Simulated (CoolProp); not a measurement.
Values from CoolProp's reference Helmholtz-energy equation of state, Thol 2014.

### Question
Give the vapour pressure (bar), vapour Z, surface tension (mN/m) of saturated chloromethane (R40) at 324.6, 333.3 K.

### Answer
```
T (K)  p (bar)  vapour Z  surface tension (mN/m)
-----  -------  --------  ----------------------
324.6     11.6     0.830                    11.3
333.3     14.3     0.806                    10.0
```

Surface tension comes from a separate correlation (Mulero 2014).
